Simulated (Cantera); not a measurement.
Feed: 1 mol CF₄, 0.092 mol CH₄, equilibrated at 1.00 bar.

Cantera equilibrium calculation (NASA polynomials, part measured and part estimated; ideal gas, pure solids and liquids). Candidate condensed phases: C, C₆H₆, C₇H₈, C₈H₁₈; 95 gas species. The tables' values for C₂F₄ are old estimates; treat these amounts as uncertain. Gases not in the tables: C₂F₆ and larger saturated fluorocarbons. Rates play no part.

### Question
At 2123 K, list the 5 most abundant gas species with their mole fractions, and the condensed phases.

### Answer
CF₄ 0.684, HF 0.284, CF₂ 0.0240, CF₃ 0.00478, F 0.00310. Condensed: C(graphite).
